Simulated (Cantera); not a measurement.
Feed: 1 mol B2O3, a varied amount of H2O, 3.2 mol H2, 28 mol NH3, equilibrated at 8.10 mbar.

Method: chemical equilibrium by Gibbs-energy minimisation in Cantera with the NASA 1993 tables (ideal gas, pure condensed phases). Candidate condensed phases: B, BN, B2O3, B3O3H3, H2O; 39 gas species. Gases not in the tables: H3BO3. Equilibrium is a limit: real reactors are often held back by kinetics, nucleation or transport.

Problem. What condenses at these points (T in K, n(H2O) in mol): (1525, 7.4); (925, 12); (1300, 3.7); (1375, 2.4); (1225, 1.2)?

Solution. 
| T (K) | n(H2O) in mol | condensed phases | B condensed (%) |
|---|---|---|---|
| 1525 | 7.4 | gas only | 0.0 |
| 925 | 12 | B2O3 | 97.2 |
| 1300 | 3.7 | B2O3 | 74.5 |
| 1375 | 2.4 | B2O3 | 54.6 |
| 1225 | 1.2 | B2O3 | 94.5 |
